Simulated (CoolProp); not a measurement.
A closed Brayton cycle with nitrogen: compressor inlet 332.15 K and 0.94 MPa, high pressure 2.74 MPa, turbine inlet 895 K, compressor efficiency 0.89, turbine efficiency 0.9, recuperator effectiveness 0.9 (on enthalpy, no pinch check). Each further row changes one setting.

Values from CoolProp's reference Helmholtz-energy equation of state, Span 2000.

| case | thermal efficiency (%) | net work (kJ/kg) | compressor to turbine work | compressor exit (K) | turbine exit (K) |
|---|---|---|---|---|---|
| as stated | ? | 85.0 | 0.62 | 465.5 | 696.1 |
| turbine inlet 845 K | ? | ? | 0.66 | 465.5 | ? |
| compressor inlet 342.15 K | ? | 80.8 | 0.64 | 479.3 | 696.1 |
| high pressure 2.33 MPa | ? | 78.9 | 0.59 | ? | 723.2 |
| recuperator effectiveness 0.5 | 24.3 | 85.0 | 0.62 | 465.5 | 696.1 |

**Question.** Fill in the missing entries.

**Answer.** 
- as stated, thermal efficiency (%): 34.0
- turbine inlet 845 K, thermal efficiency (%): 31.0
- turbine inlet 845 K, net work (kJ/kg): 72.2
- turbine inlet 845 K, turbine exit (K): 655.6
- compressor inlet 342.15 K, thermal efficiency (%): 32.5
- high pressure 2.33 MPa, thermal efficiency (%): 35.0
- high pressure 2.33 MPa, compressor exit (K): 442.6
